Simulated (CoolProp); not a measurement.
Model: reference Helmholtz-energy equation of state, Span 1996, in CoolProp.

Task: For carbon dioxide, give the phase and the cv (kJ/(kg K)), speed of sound (m/s), conductivity (mW/(m K)) at 155.45 °C and 18.2 bar; 201.45 °C and 4.52 bar.

Result: 
- 155.45 °C and 18.2 bar: gas; cv 0.783, speed of sound 314, conductivity 27.8
- 201.45 °C and 4.52 bar: gas; cv 0.809, speed of sound 332, conductivity 30.9

Thermal conductivity comes from a separate model (Huber 2016).
